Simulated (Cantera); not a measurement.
**Adiabatic ignition**

An adiabatic, constant-pressure homogeneous reactor starts with CH4 : C2H6 : C3H8 : O2 : N2 = 1 : 0.088 : 0.91 : 8.47 : 31.8 (molar parts), at 1100 K and 488 Torr.

Model: GRI-Mech 3.0 (53 species, 325 reactions), integrated in Cantera. GRI-Mech 3.0 was tuned for natural gas; its chemistry of propane as a main component is partial and can be far from experiment.

```json
[
 {"t (s)": "2.00e-6", "T (K)": "1100", "x CH4": "0.0237", "x C2H6": "0.00208", "x C3H8": "0.0215", "x C2H4": "2.00e-9", "x CH2CO": "<1e-12", "x CO": "<1e-12"},
 {"t (s)": "7.19e-6", "T (K)": "1100", "x CH4": "0.0237", "x C2H6": "0.00208", "x C3H8": "0.0215", "x C2H4": "1.90e-8", "x CH2CO": "<1e-12", "x CO": "<1e-12"},
 {"t (s)": "2.58e-5", "T (K)": "1100", "x CH4": "0.0237", "x C2H6": "0.00208", "x C3H8": "0.0215", "x C2H4": "1.17e-7", "x CH2CO": "<1e-12", "x CO": "<1e-12"},
 {"t (s)": "9.28e-5", "T (K)": "1100", "x CH4": "0.0237", "x C2H6": "0.00208", "x C3H8": "0.0215", "x C2H4": "5.14e-7", "x CH2CO": "<1e-12", "x CO": "2.50e-12"},
 {"t (s)": "0.000334", "T (K)": "1100", "x CH4": "0.0237", "x C2H6": "0.00208", "x C3H8": "0.0215", "x C2H4": "2.37e-6", "x CH2CO": "8.78e-12", "x CO": "1.31e-10"},
 {"t (s)": "0.00120", "T (K)": "1100", "x CH4": "0.0237", "x C2H6": "0.00208", "x C3H8": "0.0215", "x C2H4": "1.81e-5", "x CH2CO": "9.59e-10", "x CO": "1.80e-8"},
 {"t (s)": "0.00431", "T (K)": "1100", "x CH4": "0.0237", "x C2H6": "0.00209", "x C3H8": "0.0214", "x C2H4": "0.000140", "x CH2CO": "6.74e-8", "x CO": "1.24e-6"},
 {"t (s)": "0.0155", "T (K)": "1101", "x CH4": "0.0237", "x C2H6": "0.00213", "x C3H8": "0.0209", "x C2H4": "0.000676", "x CH2CO": "1.57e-6", "x CO": "2.71e-5"},
 {"t (s)": "0.0557", "T (K)": "1153", "x CH4": "0.0227", "x C2H6": "0.00221", "x C3H8": "0.0116", "x C2H4": "0.0100", "x CH2CO": "0.000362", "x CO": "0.00462"},
 {"t (s)": "0.200", "T (K)": "2485", "x CH4": "<1e-12", "x C2H6": "<1e-12", "x C3H8": "<1e-12", "x C2H4": "<1e-12", "x CH2CO": "<1e-12", "x CO": "0.0159"}
]
```
x: mole fraction; the columns are a selection and need not sum to one.

```
Item                                                               Value
---------------------------------  -------------------------------------
time of steepest temperature rise                                56.6 ms
temperature at 0.200 s                                            2485 K
equilibrium temperature                                           2485 K
x(CH4) at 0.200 s                  <1e-12 (gas-phase equilibrium <1e-12)
x(C2H6) at 0.200 s                 <1e-12 (gas-phase equilibrium <1e-12)
x(C3H8) at 0.200 s                 <1e-12 (gas-phase equilibrium <1e-12)
```
